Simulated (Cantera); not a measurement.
Charge: 1 mol Si(CH₃)₄, 0.083 mol HCl, 30 mol H₂, equilibrated at 1.00 bar.

Equilibrium computed with Cantera from the NASA thermochemical tables; the gas is ideal and each condensed phase is pure. Candidate condensed phases: C, C₆H₆, C₇H₈, C₈H₁₈, Si, SiC; 109 gas species. Gases not in the tables: Si₂H₆ and higher silanes. Kinetics and transport are ignored.

log p: log10 of the partial pressure in bar; n: condensed amount in mol.

```json
[
 {"T (K)": "1773", "log p H₂": "0.00", "log p H": "-3.55", "log p HCl": "-2.64", "log p C₂H₂ (acetylene)": "-3.86", "n C(graphite)": "2.96", "n SiC(s)": "1.000"},
 {"T (K)": "1823", "log p H₂": "0.00", "log p H": "-3.36", "log p HCl": "-2.64", "log p C₂H₂ (acetylene)": "-3.68", "n C(graphite)": "2.96", "n SiC(s)": "1.000"},
 {"T (K)": "1873", "log p H₂": "0.00", "log p H": "-3.19", "log p HCl": "-2.64", "log p C₂H₂ (acetylene)": "-3.51", "n C(graphite)": "2.96", "n SiC(s)": "1.000"},
 {"T (K)": "1923", "log p H₂": "0.00", "log p H": "…", "log p HCl": "-2.64", "log p C₂H₂ (acetylene)": "…", "n C(graphite)": "2.95", "n SiC(s)": "1.000"},
 {"T (K)": "1973", "log p H₂": "0.00", "log p H": "-2.87", "log p HCl": "-2.64", "log p C₂H₂ (acetylene)": "-3.20", "n C(graphite)": "2.94", "n SiC(s)": "1.000"},
 {"T (K)": "2023", "log p H₂": "0.00", "log p H": "…", "log p HCl": "-2.64", "log p C₂H₂ (acetylene)": "…", "n C(graphite)": "2.92", "n SiC(s)": "0.999"},
 {"T (K)": "2073", "log p H₂": "0.00", "log p H": "-2.58", "log p HCl": "-2.64", "log p C₂H₂ (acetylene)": "-2.91", "n C(graphite)": "2.90", "n SiC(s)": "0.999"},
 {"T (K)": "2123", "log p H₂": "0.00", "log p H": "-2.45", "log p HCl": "-2.64", "log p C₂H₂ (acetylene)": "-2.78", "n C(graphite)": "2.87", "n SiC(s)": "0.998"}
]
```

Problem. What belongs in the gaps?

Solution. 
- 1923, log p H: -3.03
- 1923, log p C₂H₂ (acetylene): -3.35
- 2023, log p H: -2.72
- 2023, log p C₂H₂ (acetylene): -3.05
